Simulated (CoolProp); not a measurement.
Computed with CoolProp (reference Helmholtz-energy equation of state, Lemmon 2013).

Question: Give the vapour pressure (kPa), liquid density (kg/m³), vapour density (kg/m³), liquid cp (kJ/(kg K)) of saturated propylene at 315.1, 328.8, 335.6 K.

Answer: 
```tsv
T (K)	p (kPa)	liquid density (kg/m³)	vapour density (kg/m³)	liquid cp (kJ/(kg K))
315.1	1720	475	37.4	2.92
328.8	2310	445	52.8	3.25
335.6	2660	427	62.9	3.51
```
